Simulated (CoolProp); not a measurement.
Properties of R236FA along the isotherm 83.25 °C.

Model: reference Helmholtz-energy equation of state, Pan 2012, in CoolProp.

```json
[
 {"p (MPa)": "2.28", "phase": "liquid", "cp (kJ/(kg K))": "1.432", "isothermal compressibility (1/MPa)": "0.01432", "viscosity (µPa s)": "142", "conductivity (mW/(m K))": "57.8"},
 {"p (MPa)": "4.56", "phase": "liquid", "cp (kJ/(kg K))": "1.370", "isothermal compressibility (1/MPa)": "0.01038", "viscosity (µPa s)": "156", "conductivity (mW/(m K))": "60.3"},
 {"p (MPa)": "6.84", "phase": "liquid", "cp (kJ/(kg K))": "1.334", "isothermal compressibility (1/MPa)": "0.008262", "viscosity (µPa s)": "168", "conductivity (mW/(m K))": "62.4"},
 {"p (MPa)": "9.12", "phase": "liquid", "cp (kJ/(kg K))": "1.310", "isothermal compressibility (1/MPa)": "0.006915", "viscosity (µPa s)": "179", "conductivity (mW/(m K))": "64.2"},
 {"p (MPa)": "11.4", "phase": "liquid", "cp (kJ/(kg K))": "1.292", "isothermal compressibility (1/MPa)": "0.005974", "viscosity (µPa s)": "189", "conductivity (mW/(m K))": "65.8"},
 {"p (MPa)": "13.7", "phase": "liquid", "cp (kJ/(kg K))": "1.278", "isothermal compressibility (1/MPa)": "0.005270", "viscosity (µPa s)": "199", "conductivity (mW/(m K))": "67.3"},
 {"p (MPa)": "16", "phase": "liquid", "cp (kJ/(kg K))": "1.267", "isothermal compressibility (1/MPa)": "0.004725", "viscosity (µPa s)": "209", "conductivity (mW/(m K))": "68.7"},
 {"p (MPa)": "18.2", "phase": "liquid", "cp (kJ/(kg K))": "1.258", "isothermal compressibility (1/MPa)": "0.004307", "viscosity (µPa s)": "218", "conductivity (mW/(m K))": "70.0"},
 {"p (MPa)": "20.5", "phase": "liquid", "cp (kJ/(kg K))": "1.250", "isothermal compressibility (1/MPa)": "0.003947", "viscosity (µPa s)": "227", "conductivity (mW/(m K))": "71.2"},
 {"p (MPa)": "22.8", "phase": "liquid", "cp (kJ/(kg K))": "1.244", "isothermal compressibility (1/MPa)": "0.003647", "viscosity (µPa s)": "237", "conductivity (mW/(m K))": "72.3"},
 {"p (MPa)": "25.1", "phase": "liquid", "cp (kJ/(kg K))": "1.238", "isothermal compressibility (1/MPa)": "0.003393", "viscosity (µPa s)": "246", "conductivity (mW/(m K))": "73.4"},
 {"p (MPa)": "27.4", "phase": "liquid", "cp (kJ/(kg K))": "1.233", "isothermal compressibility (1/MPa)": "0.003174", "viscosity (µPa s)": "255", "conductivity (mW/(m K))": "74.5"},
 {"p (MPa)": "29.6", "phase": "liquid", "cp (kJ/(kg K))": "1.229", "isothermal compressibility (1/MPa)": "0.002991", "viscosity (µPa s)": "264", "conductivity (mW/(m K))": "75.4"},
 {"p (MPa)": "31.9", "phase": "liquid", "cp (kJ/(kg K))": "1.225", "isothermal compressibility (1/MPa)": "0.002823", "viscosity (µPa s)": "273", "conductivity (mW/(m K))": "76.4"}
]
```

Viscosity comes from a separate model (Huber 2003), an estimate that may be off by 10 % or more. Thermal conductivity comes from a separate model (Huber 2003), an estimate that may be off by 10 % or more.
